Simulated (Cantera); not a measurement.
Charge: 1 mol CCl₄, 1.8 mol H₂, equilibrated at 0.00630 bar.

Equilibrium computed with Cantera from the NASA thermochemical tables; the gas is ideal and each condensed phase is pure. Candidate condensed phases: C, C₆H₆, C₇H₈, C₈H₁₈; 91 gas species. Equilibrium is a limit: real reactors are often held back by kinetics, nucleation or transport.

Which condensed phases are stable at each of these points (T (°C)): 675, 875, 1075, 1275, 1475, 1675, 1875, 2075, 2275, 2475, 2675, 2875?


```
T (°C)  condensed phases  C condensed (%)
------  ----------------  ---------------
675          C(graphite)            100.0
875          C(graphite)            100.0
1075         C(graphite)            100.0
1275         C(graphite)            100.0
1475         C(graphite)            100.0
1675         C(graphite)            100.0
1875         C(graphite)             99.9
2075         C(graphite)             99.6
2275         C(graphite)             98.3
2475         C(graphite)             91.1
2675         C(graphite)             24.7
2875            gas only              0.0
```

From 675 °C to 2675 °C the condensed part is C(graphite). At 2875 °C nothing is condensed.
